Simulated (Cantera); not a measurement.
Feed: 1 mol Cu, 0.41 mol H₂O, 160 mol H₂, equilibrated at 38000 Pa.

Method: chemical equilibrium by Gibbs-energy minimisation in Cantera with the NASA 1993 tables (ideal gas, pure condensed phases). Candidate condensed phases: Cu, CuO, Cu(OH)₂, Cu₂O, H₂O; 12 gas species. The numbers say what is thermodynamically allowed, not how fast it happens.

Q: Which condensed phases are stable at each of these points (T (K)): 623, 823, 1023, 1223, 1423, 1623, 1823, 2023?

A: 
```
T (K)  condensed phases  Cu condensed (%)
-----  ----------------  ----------------
623               Cu(s)             100.0
823               Cu(s)             100.0
1023              Cu(s)             100.0
1223              Cu(s)             100.0
1423              Cu(l)              99.9
1623              Cu(l)              97.7
1823              Cu(l)              70.1
2023           gas only               0.0
```

From 623 K to 1223 K the condensed part is Cu(s). From 1423 K to 1823 K the condensed part is Cu(l). At 2023 K nothing is condensed.
